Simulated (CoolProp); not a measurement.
Fluorine along the isotherm 109.2 K: fugacity coefficient from the reference equation and from simpler models built on Tc = 144.4 K, pc = 5240 kPa, ω = 0.045; each cubic takes its own stable root.

Values from CoolProp's reference Helmholtz-energy equation of state, de Reuck 1990.

| p (kPa) | phase | reference |
|---|---|---|
| 63.2 | gas | 0.9905 |
| 95.4 | gas | 0.9857 |
| 144 | gas | 0.9784 |
| 217 | gas | 0.9675 |
| 328 | gas | 0.9510 |
| 494 | gas | 0.9264 |
| 746 | gas | 0.8892 |
| 1120 | liquid | 0.6642 |
| 1700 | liquid | 0.4457 |
| 2560 | liquid | 0.3042 |
| 3860 | liquid | 0.2102 |
| 5830 | liquid | 0.1480 |
| 8790 | liquid | 0.1076 |
| 13300 | liquid | 0.08171 |
| 20000 | liquid | 0.06652 |

How far does each simpler model (van der Waals, Soave-Redlich-Kwong, Peng-Robinson) lie from the reference over these 15 states: mean and median of the absolute difference, and the worst?


- van der Waals: mean 42.6 %, median 32.1 %, worst +114.1 % at 109.2 K and 20000 kPa
- Soave-Redlich-Kwong: mean 1.3 %, median 2.0 %, worst +2.3 % at 109.2 K and 13300 kPa
- Peng-Robinson: mean 0.9 %, median 0.1 %, worst -5.4 % at 109.2 K and 20000 kPa

At some of these states van der Waals gives the other phase, because its saturation line lies elsewhere.
